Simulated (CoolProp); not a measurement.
Vapour-liquid equilibrium of R134a (1) + R123 (2) at 0.195 MPa; x and y are mole fractions of (1).

Model: multi-fluid Helmholtz-energy mixture model, Tillner-Roth 1994 and Younglove 1994; pair parameters Bell 2016, in CoolProp.

Task: Give the bubble temperature and the first vapour's composition at x = 0.5, 0.65, 0.95. Is there an azeotrope?

Result: x = 0.5: 275.1 K, y = 0.891; x = 0.65: 270.4 K, y = 0.932; x = 0.95: 263.5 K, y = 0.990. No azeotrope shows between x = 0.05 and 0.95.

Pair parameters are fitted to limited data, so mixtures are less certain than the pure fluids.
